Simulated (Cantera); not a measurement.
An adiabatic, constant-pressure homogeneous reactor starts with CH₄ : O₂ : N₂ = 1 : 2.6 : 9.77 (molar parts), equivalence ratio 0.77, at 1425 K and 101000 Pa. Integrator tolerance rtol = 1e-08.

Cantera simulation using GRI-Mech 3.0 (53 species, 325 reactions); the numbers are that mechanism's predictions, not measurements.

Task: What does this change do: 0.25 parts CO2 added?

Result: 
```
quantity                                                            before                                    after
---------------------------------  ---------------------------------------  ---------------------------------------
time of steepest temperature rise                                  2.30 ms                                  2.37 ms
temperature at 1.00 s                                               2610 K                                   2582 K
equilibrium temperature                                             2610 K                                   2582 K
x(CH₄) at 1.00 s                     <1e-12 (gas-phase equilibrium <1e-12)    <1e-12 (gas-phase equilibrium <1e-12)
x(O₂) at 1.00 s                      0.0440 (gas-phase equilibrium 0.0440)    0.0444 (gas-phase equilibrium 0.0444)
x(H₂O) at 1.00 s                       0.131 (gas-phase equilibrium 0.131)      0.130 (gas-phase equilibrium 0.130)
x(C₂H₂) at 1.00 s                    <1e-12 (gas-phase equilibrium <1e-12)    <1e-12 (gas-phase equilibrium <1e-12)
x(H) at 1.00 s                     0.00316 (gas-phase equilibrium 0.00316)  0.00262 (gas-phase equilibrium 0.00262)
```

Task: What does this change do: 0.27 parts H2O added?

Result: 
```tsv
quantity	before	after
time of steepest temperature rise	2.30 ms	2.41 ms
temperature at 1.00 s	2610 K	2590 K
equilibrium temperature	2610 K	2590 K
x(CH₄) at 1.00 s	<1e-12 (gas-phase equilibrium <1e-12)	<1e-12 (gas-phase equilibrium <1e-12)
x(O₂) at 1.00 s	0.0440 (gas-phase equilibrium 0.0440)	0.0431 (gas-phase equilibrium 0.0431)
x(H₂O) at 1.00 s	0.131 (gas-phase equilibrium 0.131)	0.147 (gas-phase equilibrium 0.147)
x(C₂H₂) at 1.00 s	<1e-12 (gas-phase equilibrium <1e-12)	<1e-12 (gas-phase equilibrium <1e-12)
x(H) at 1.00 s	0.00316 (gas-phase equilibrium 0.00316)	0.00297 (gas-phase equilibrium 0.00297)
```

Task: What does this change do: CH4 1 to 1.3 parts?

Result: 
| quantity | before | after |
|---|---|---|
| time of steepest temperature rise | 2.30 ms | 2.59 ms |
| temperature at 1.00 s | 2610 K | 2707 K |
| equilibrium temperature | 2610 K | 2707 K |
| x(CH₄) at 1.00 s | <1e-12 (gas-phase equilibrium <1e-12) | <1e-12 (gas-phase equilibrium <1e-12) |
| x(O₂) at 1.00 s | 0.0440 (gas-phase equilibrium 0.0440) | 0.0184 (gas-phase equilibrium 0.0184) |
| x(H₂O) at 1.00 s | 0.131 (gas-phase equilibrium 0.131) | 0.153 (gas-phase equilibrium 0.153) |
| x(C₂H₂) at 1.00 s | <1e-12 (gas-phase equilibrium <1e-12) | <1e-12 (gas-phase equilibrium <1e-12) |
| x(H) at 1.00 s | 0.00316 (gas-phase equilibrium 0.00316) | 0.00760 (gas-phase equilibrium 0.00760) |
